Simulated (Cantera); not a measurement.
An isothermal, constant-pressure homogeneous reactor starts with N2O : H2O = 1 : 0.0067 (molar parts), at 1375 K and 31000 Pa.

Cantera simulation using GRI-Mech 3.0 (53 species, 325 reactions); the numbers are that mechanism's predictions, not measurements. GRI-Mech 3.0 was tuned for natural gas; its chemistry of N2O as a main component is partial and can be far from experiment. The mechanism lacks the step 2 NO + O2 → 2 NO2, which can matter for NO2 below about 1400 K. The temperature is held fixed by assumption; the heat of reaction is taken as removed at once.

x: mole fraction; the columns are a selection and need not sum to one.

```tsv
t (s)	x N2O	x H2O	x N2	x HO2	x O2	x OH	x NO
9.00e-5	0.993	0.00665	0.000266	?	0.000110	2.57e-6	4.98e-5
0.000353	0.992	0.00665	0.00109	?	0.000477	8.82e-6	0.000215
0.00138	0.986	0.00662	0.00433	?	0.00192	2.27e-5	0.000836
0.00541	0.966	0.00658	0.0169	?	0.00752	3.34e-5	0.00314
0.0212	0.891	0.00641	0.0626	?	0.0281	4.04e-5	0.0116
0.0831	0.663	0.00590	0.202	?	0.0914	4.26e-5	0.0373
0.326	0.252	0.00499	0.455	?	0.207	3.76e-5	0.0818
1.28	0.0187	0.00448	0.601	?	0.275	1.94e-5	0.100
5.00	2.14e-5	0.00444	0.614	?	0.281	7.31e-6	0.1000
```

### Question
What belongs in the gaps?

### Answer

- 9.00e-5, x HO2: 2.46e-7
- 0.000353, x HO2: 2.85e-6
- 0.00138, x HO2: 6.34e-6
- 0.00541, x HO2: 3.66e-6
- 0.0212, x HO2: 1.52e-6
- 0.0831, x HO2: 4.40e-7
- 0.326, x HO2: 9.96e-8
- 1.28, x HO2: 2.46e-8
- 5.00, x HO2: 1.44e-8
